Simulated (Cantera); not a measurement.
What does this Cantera script print?

```python
import numpy as np
import cantera as ct

gas = ct.Solution("h2o2.yaml")
gas.TPX = 1323, 3200, {'H2': 0.0071, 'O2': 1, 'H2O': 0.016}
reactor = ct.IdealGasConstPressureReactor(gas, energy="off", clone=False)
net = ct.ReactorNet([reactor])
net.rtol, net.atol = 1e-08, 1e-18
show = ['H2', 'O2', 'H2O2', 'OH', 'O', 'H', 'H2O']
times = np.geomspace(3e-05, 8, 14)

steps = ct.SolutionArray(gas, extra=["t"])
rows = []
print(f"{'t/s':>10s}{'T/K':>9s}{'P/Pa':>11s}" + "".join(f"{s:>11s}" for s in show))
for t in times:
    while net.time < t:
        t_next = net.step()
        steps.append(gas.state, t=t_next)
    rows.append([np.interp(t, steps.t, y) for y in (steps.T, steps.P, *steps(*show).X.T)])
    print(f"{t:10.3e}{rows[-1][0]:9.1f}{rows[-1][1]:11.4g}" + "".join(f"{x:11.3e}" for x in rows[-1][2:]))
rate = np.gradient(steps.T, steps.t)
print("integrator steps:", len(steps.t))
if steps.T.max() > steps.T[0] + 200:
    print(f"time of steepest temperature rise: {steps.t[rate.argmax()]:.4e} s")
gas.TPX = 1323, 3200, {'H2': 0.0071, 'O2': 1, 'H2O': 0.016}
gas.equilibrate("TP")
print(f"equilibrium (TP): T = {gas.T:.1f} K  " + "  ".join(f"{s} {gas[s].X[0]:.3e}" for s in show))
```

It prints:

```
       t/s      T/K       P/Pa         H2         O2       H2O2         OH          O          H        H2O
 3.000e-05   1323.0       3200  6.940e-03  9.774e-01  2.606e-13  2.542e-09  2.495e-09  1.365e-09  1.564e-02
 7.843e-05   1323.0       3200  6.940e-03  9.774e-01  1.757e-12  9.218e-09  9.465e-09  1.980e-09  1.564e-02
 2.051e-04   1323.0       3200  6.940e-03  9.774e-01  1.158e-11  3.497e-08  3.845e-08  4.164e-09  1.564e-02
 5.361e-04   1323.0       3200  6.939e-03  9.774e-01  7.223e-11  2.393e-07  2.802e-07  2.169e-08  1.564e-02
 1.402e-03   1323.0       3200  6.914e-03  9.774e-01  4.524e-10  1.385e-05  1.652e-05  1.194e-06  1.566e-02
 3.665e-03   1323.0       3200  3.141e-04  9.713e-01  6.984e-08  1.559e-03  5.204e-03  2.884e-04  2.134e-02
 9.581e-03   1323.0       3200  5.422e-05  9.718e-01  5.278e-08  1.265e-03  4.832e-03  2.113e-04  2.180e-02
 2.505e-02   1323.0       3200  3.886e-05  9.733e-01  4.697e-08  1.072e-03  3.446e-03  1.275e-04  2.197e-02
 6.549e-02   1323.0       3200  1.970e-05  9.752e-01  3.573e-08  7.651e-04  1.735e-03  4.573e-05  2.221e-02
 1.712e-01   1323.0       3200  6.481e-06  9.766e-01  2.082e-08  4.401e-04  5.681e-04  8.599e-06  2.242e-02
 4.477e-01   1323.0       3200  1.569e-06  9.771e-01  8.959e-09  2.173e-04  1.374e-04  1.026e-06  2.254e-02
 1.170e+00   1323.0       3200  3.562e-07  9.773e-01  3.122e-09  1.038e-04  3.126e-05  1.116e-07  2.260e-02
 3.060e+00   1323.0       3200  9.019e-08  9.773e-01  1.033e-09  5.238e-05  7.941e-06  1.430e-08  2.263e-02
 8.000e+00   1323.0       3200  2.929e-08  9.773e-01  4.040e-10  2.991e-05  2.588e-06  2.663e-09  2.264e-02
integrator steps: 1541
equilibrium (TP): T = 1323.0 K  H2 1.671e-08  O2 9.773e-01  H2O2 2.612e-10  OH 2.261e-05  O 1.480e-06  H 1.154e-09  H2O 2.265e-02
```

Model: the H2/O2 subset of GRI-Mech 3.0, which has no nitrogen chemistry, integrated in Cantera. Radical loss at walls, strong at low pressure, is not modelled.
